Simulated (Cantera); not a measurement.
**Gas-phase reforming**

An isothermal, constant-pressure homogeneous reactor starts with CH₄ : CO₂ = 1 : 0.46 (molar parts), at 2000 K and 3750 Torr.

Model: GRI-Mech 3.0 (53 species, 325 reactions), integrated in Cantera. GRI-Mech 3.0 stops at C3 and has no aromatics, soot or wall deposition, so with more carbon than oxygen in the feed, carbon stays in small species such as C2H2 where larger ones or solid carbon would form.

```tsv
t (s)	x CH₄	x CO₂	x H₂O	x CH₂	x H
1.00e-5	0.560	0.298	0.00163	9.82e-6	0.000147
4.29e-5	0.313	0.233	0.0158	5.32e-6	0.000314
0.000184	0.125	0.131	0.0742	3.01e-6	0.000423
0.000788	0.0369	0.0254	0.143	2.08e-6	0.000482
0.00338	0.0209	0.0105	0.0958	1.16e-6	0.000522
0.0145	0.0137	0.00330	0.0279	4.62e-7	0.000549
0.0621	0.0101	9.46e-5	0.000783	2.40e-7	0.000559
0.266	0.00997	9.16e-7	7.66e-6	2.34e-7	0.000559
1.14	0.00997	9.16e-7	7.66e-6	2.34e-7	0.000559
4.90	0.00997	9.16e-7	7.66e-6	2.34e-7	0.000559
21.0	0.00997	9.16e-7	7.66e-6	2.34e-7	0.000559
90.0	0.00997	9.16e-7	7.66e-6	2.34e-7	0.000559
```
x: mole fraction; the columns are a selection and need not sum to one.

Equilibrium at this temperature and pressure: CH₄ 0.00997, CO₂ 9.22e-7, H₂O 7.71e-6, CH₂ 2.34e-7, H 0.000559 (gas phase only).
